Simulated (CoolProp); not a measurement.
Properties of isobutane along the isotherm 575 K (Tc = 407.8 K, pc = 3.629 MPa, ω = 0.184).

Values from CoolProp's reference Helmholtz-energy equation of state, Bücker 2006.

| p (MPa) | phase | Z | cp (kJ/(kg K)) | isothermal compressibility (1/MPa) | conductivity (mW/(m K)) | fugacity coefficient |
|---|---|---|---|---|---|---|
| 0.698 | gas | 0.9801 | 2.868 | 1.462 | 56.5 | 0.9803 |
| 1.4 | gas | 0.9603 | 2.893 | 0.7435 | 57.4 | 0.9609 |
| 2.09 | gas | 0.9411 | 2.919 | 0.5078 | 58.3 | 0.9423 |
| 2.79 | gas | 0.9219 | 2.949 | 0.3878 | 59.1 | 0.9240 |
| 3.49 | gas | 0.9032 | 2.981 | 0.3158 | 59.9 | 0.9061 |
| 4.19 | supercritical | 0.8850 | 3.015 | 0.2675 | 60.6 | 0.8888 |
| 4.89 | supercritical | 0.8675 | 3.052 | 0.2327 | 61.3 | 0.8719 |
| 5.58 | supercritical | 0.8510 | 3.090 | 0.2065 | 62.0 | 0.8559 |
| 6.28 | supercritical | 0.8353 | 3.130 | 0.1852 | 62.7 | 0.8402 |
| 6.98 | supercritical | 0.8207 | 3.171 | 0.1674 | 63.4 | 0.8251 |
| 7.68 | supercritical | 0.8076 | 3.211 | 0.1521 | 64.0 | 0.8105 |
| 8.37 | supercritical | 0.7962 | 3.250 | 0.1387 | 64.7 | 0.7968 |
| 9.07 | supercritical | 0.7864 | 3.287 | 0.1264 | 65.3 | 0.7836 |

Thermal conductivity comes from a separate model (Perkins 2002).
